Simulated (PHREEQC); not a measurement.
Make-up at 53 °C: 0.071 mol/kgw K2CO3, 8.5e-05 mol/kgw Al(NO3)3 and 4e-05 mol/kgw CO2. Closed to the air; pH follows from the charge balance.

All values are PHREEQC results (ion-association model, wateq4f.dat), not measurements.

Each row changes one thing in this solution. No solid was allowed to form.

```json
[
 {"case": "as made", "pH": "10.79", "ionic strength (mol/kgw)": "0.207", "CO3-2 (mol/kgw)": "0.0650", "HCO3- (mol/kgw)": "0.00604", "CO2 (mol/kgw)": "1.32e-7", "Al(OH)3 (mol/kgw)": "2.80e-10", "SI of Gibbsite (Al(OH)3)": "-1.65", "SI of Boehmite (AlOOH)": "-1.79"},
 {"case": "diluted 5-fold with water", "pH": "10.54", "ionic strength (mol/kgw)": "0.0398", "CO3-2 (mol/kgw)": "0.0114", "HCO3- (mol/kgw)": "0.00277", "CO2 (mol/kgw)": "1.27e-7", "Al(OH)3 (mol/kgw)": "1.19e-10", "SI of Gibbsite (Al(OH)3)": "-2.04", "SI of Boehmite (AlOOH)": "-2.18"},
 {"case": "CO2 from 4e-05 to 4.4e-05 mol/kgw", "pH": "10.79", "ionic strength (mol/kgw)": "0.207", "CO3-2 (mol/kgw)": "0.0650", "HCO3- (mol/kgw)": "0.00605", "CO2 (mol/kgw)": "1.33e-7", "Al(OH)3 (mol/kgw)": "2.80e-10", "SI of Gibbsite (Al(OH)3)": "-1.65", "SI of Boehmite (AlOOH)": "-1.79"},
 {"case": "diluted 2-fold with water", "pH": "10.69", "ionic strength (mol/kgw)": "0.102", "CO3-2 (mol/kgw)": "0.0312", "HCO3- (mol/kgw)": "0.00434", "CO2 (mol/kgw)": "1.30e-7", "Al(OH)3 (mol/kgw)": "1.93e-10", "SI of Gibbsite (Al(OH)3)": "-1.83", "SI of Boehmite (AlOOH)": "-1.96"},
 {"case": "0.0027 mol/kgw HF added", "pH": "10.69", "ionic strength (mol/kgw)": "0.205", "CO3-2 (mol/kgw)": "0.0635", "HCO3- (mol/kgw)": "0.00753", "CO2 (mol/kgw)": "2.10e-7", "Al(OH)3 (mol/kgw)": "3.57e-10", "SI of Gibbsite (Al(OH)3)": "-1.55", "SI of Boehmite (AlOOH)": "-1.68"}
]
```

At this temperature some constants are extrapolated from 25 °C, and those without enthalpy data are left unchanged. Fluoro complexes past AlF4- and FeF3 are missing from the database.
